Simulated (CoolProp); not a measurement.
Computed with CoolProp (reference Helmholtz-energy equation of state, McLinden 2015).

Task: For the fluoroketone C6F12O (FK-5-1-12), give the phase and the cp (kJ/(kg K)) at 500 K and 0.0296 MPa; 500 K and 1.37 MPa; 500 K and 3.58 MPa.

Result: 
- 500 K and 0.0296 MPa: gas; cp 1.07
- 500 K and 1.37 MPa: gas; cp 1.12
- 500 K and 3.58 MPa: supercritical; cp 1.45
